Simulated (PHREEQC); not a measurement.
Dissolve 0.0014 mol CuCl2 and 0.00011 mol H2SO4 per kg of water at 25 °C. Closed to the air; pH follows from the charge balance.

Computed with PHREEQC (ion-association model, wateq4f.dat).

Each row changes one thing in this solution. This is a speciation only: nothing precipitates in the calculation.

| case | pH | SO4-2 (mol/kgw) | HSO4- (mol/kgw) |
|---|---|---|---|
| as made | 3.69 | 9.35e-5 | 1.51e-6 |
| temperature from 25 to 10 °C | 3.69 | 9.50e-5 | 1.13e-6 |
| diluted 10-fold with water | 4.67 | (withheld) | 2.09e-8 |
| 8.6e-05 mol/kgw NaHCO3 added | 3.90 | (withheld) | 9.26e-7 |
| H2SO4 replaced by KHSO4 at the same molality | 3.99 | 9.41e-5 | 7.58e-7 |
| H2SO4 from 0.00011 to 0.000165 mol/kgw | 3.52 | 0.000140 | (withheld) |
| CuCl2 replaced by NH4Cl at the same molality | 3.68 | 0.000107 | (withheld) |
| diluted 2-fold with water | 3.98 | 4.99e-5 | 4.34e-7 |
| H2SO4 from 0.00011 to 5.5e-05 mol/kgw | 3.99 | 4.70e-5 | 3.81e-7 |

Task: Some entries are withheld; supply them.

Result: 
- diluted 10-fold with water, SO4-2 (mol/kgw): 1.07e-5
- 8.6e-05 mol/kgw NaHCO3 added, SO4-2 (mol/kgw): 9.40e-5
- H2SO4 from 0.00011 to 0.000165 mol/kgw, HSO4- (mol/kgw): 3.35e-6
- CuCl2 replaced by NH4Cl at the same molality, HSO4- (mol/kgw): 1.89e-6

Species that the database lacks are ignored. Constants without temperature data keep their 25 °C values here.
